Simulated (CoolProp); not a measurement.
Values from CoolProp's reference Helmholtz-energy equation of state, Lemmon 2006. It is a short technical equation, of lower accuracy than the large ones.

### Question
For acetone, give the phase and the density (kg/m³), isothermal compressibility (1/MPa), fugacity coefficient at 42.95 °C and 12000 kPa; 126.95 °C and 12000 kPa; 182.95 °C and 12000 kPa.

### Answer
- 42.95 °C and 12000 kPa: liquid; density 777, isothermal compressibility 0.00129, fugacity coefficient 0.00715
- 126.95 °C and 12000 kPa: liquid; density 682, isothermal compressibility 0.00289, fugacity coefficient 0.0677
- 182.95 °C and 12000 kPa: liquid; density 607, isothermal compressibility 0.00585, fugacity coefficient 0.168
